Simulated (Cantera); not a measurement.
Feed: 1 mol HMDSO, 0.51 mol O₃, 0.95 mol H₂, 4.4 mol O₂, equilibrated at 1425 K and 90.0 mbar.

Equilibrium computed with Cantera from the NASA thermochemical tables; the gas is ideal and each condensed phase is pure. Candidate condensed phases: C, C₆H₆, C₇H₈, C₈H₁₈, H₂O, Si, SiC, SiO₂; 123 gas species. The feed counts by its element totals alone. The tables hold silica as quartz up to 1696 K and as liquid above; real silica turns to tridymite and cristobalite and melts near 1996 K. The numbers say what is thermodynamically allowed, not how fast it happens.

Base state: H₂ 0.559, CO 0.358, H₂O 0.0651, CO₂ 0.0183, H 1.70e-5 (mole fractions); condensed: SiO₂(β-quartz).

Question: What changes in the equilibrium state with this change: H₂ from 0.95 to 27 mol?

Answer: 
| species | before | after |
|---|---|---|
| H₂ | 0.559 | 0.828 |
| CO | 0.358 | 0.141 |
| H₂O | 0.0651 | 0.0295 |
| CO₂ | 0.0183 | 0.00220 |
| H | 1.70e-5 | 2.07e-5 |
| SiO₂(β-quartz), mol | 2.00 | 2.00 |

Question: What changes in the equilibrium state with this change: O₂ from 4.4 to 3.3 mol?

Answer: 
| species | before | after |
|---|---|---|
| H₂ | 0.559 | 0.660 |
| CO | 0.358 | 0.340 |
| CH₄ | 8.89e-8 | 0.000148 |
| H₂O | 0.0651 | 6.13e-5 |
| CO₂ | 0.0183 | 1.39e-5 |
| SiO | 1.66e-8 | 2.08e-5 |
| H | 1.70e-5 | 1.85e-5 |
| SiO₂(β-quartz), mol | 2.00 | 2.00 |
| C(graphite), mol | 0 | 0.869 |
